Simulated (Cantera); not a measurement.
A Cantera script and its output.

```python
import numpy as np
import cantera as ct

gas = ct.Solution("gri30.yaml")
gas.TPX = 2075, 100000, {'NO': 3, 'N2': 5.8}
reactor = ct.IdealGasConstPressureReactor(gas, energy="off", clone=False)
net = ct.ReactorNet([reactor])
net.rtol, net.atol = 1e-08, 1e-18
show = ['NO', 'O', 'N2O', 'N2', 'NO2', 'O2']
times = np.geomspace(6e-06, 8, 15)

steps = ct.SolutionArray(gas, extra=["t"])
rows = []
print(f"{'t/s':>10s}{'T/K':>9s}{'P/Pa':>11s}" + "".join(f"{s:>11s}" for s in show))
for t in times:
    while net.time < t:
        t_next = net.step()
        steps.append(gas.state, t=t_next)
    rows.append([np.interp(t, steps.t, y) for y in (steps.T, steps.P, *steps(*show).X.T)])
    print(f"{t:10.3e}{rows[-1][0]:9.1f}{rows[-1][1]:11.4g}" + "".join(f"{x:11.3e}" for x in rows[-1][2:]))
rate = np.gradient(steps.T, steps.t)
print("integrator steps:", len(steps.t))
if steps.T.max() > steps.T[0] + 200:
    print(f"time of steepest temperature rise: {steps.t[rate.argmax()]:.4e} s")
gas.TPX = 2075, 100000, {'NO': 3, 'N2': 5.8}
gas.equilibrate("TP")
print(f"equilibrium (TP): T = {gas.T:.1f} K  " + "  ".join(f"{s} {gas[s].X[0]:.3e}" for s in show))
```

Output:

```
       t/s      T/K       P/Pa         NO          O        N2O         N2        NO2         O2
 6.000e-06   2075.0      1e+05  3.409e-01  1.289e-06  1.354e-06  6.591e-01  9.560e-08  2.891e-09
 1.643e-05   2075.0      1e+05  3.409e-01  3.248e-06  3.633e-06  6.591e-01  6.169e-07  2.062e-08
 4.499e-05   2075.0      1e+05  3.409e-01  7.801e-06  9.427e-06  6.591e-01  3.287e-06  1.455e-07
 1.232e-04   2075.0      1e+05  3.408e-01  1.980e-05  2.237e-05  6.591e-01  1.353e-05  1.172e-06
 3.374e-04   2075.0      1e+05  3.407e-01  5.344e-05  4.287e-05  6.591e-01  4.450e-05  1.306e-05
 9.239e-04   2075.0      1e+05  3.403e-01  9.700e-05  5.623e-05  6.593e-01  8.550e-05  1.309e-04
 2.530e-03   2075.0      1e+05  3.394e-01  1.055e-04  5.710e-05  6.598e-01  9.342e-05  6.015e-04
 6.928e-03   2075.0      1e+05  3.367e-01  1.136e-04  5.609e-05  6.611e-01  1.005e-04  1.914e-03
 1.897e-02   2075.0      1e+05  3.294e-01  1.333e-04  5.339e-05  6.647e-01  1.170e-04  5.533e-03
 5.195e-02   2075.0      1e+05  3.095e-01  1.761e-04  4.657e-05  6.747e-01  1.480e-04  1.545e-02
 1.423e-01   2075.0      1e+05  2.583e-01  2.545e-04  3.183e-05  7.002e-01  1.821e-04  4.095e-02
 3.896e-01   2075.0      1e+05  1.559e-01  3.634e-04  1.148e-05  7.514e-01  1.592e-04  9.216e-02
 1.067e+00   2075.0      1e+05  4.790e-02  4.501e-04  1.449e-06  8.054e-01  6.108e-05  1.462e-01
 2.921e+00   2075.0      1e+05  1.150e-02  4.756e-04  5.122e-07  8.236e-01  1.553e-05  1.644e-01
 8.000e+00   2075.0      1e+05  8.541e-03  4.775e-04  4.884e-07  8.251e-01  1.158e-05  1.659e-01
integrator steps: 1048
equilibrium (TP): T = 2075.0 K  NO 8.531e-03  O 4.775e-04  N2O 4.883e-07  N2 8.251e-01  NO2 1.157e-05  O2 1.659e-01
```

Detailed kinetics in Cantera: GRI-Mech 3.0 (53 species, 325 reactions).
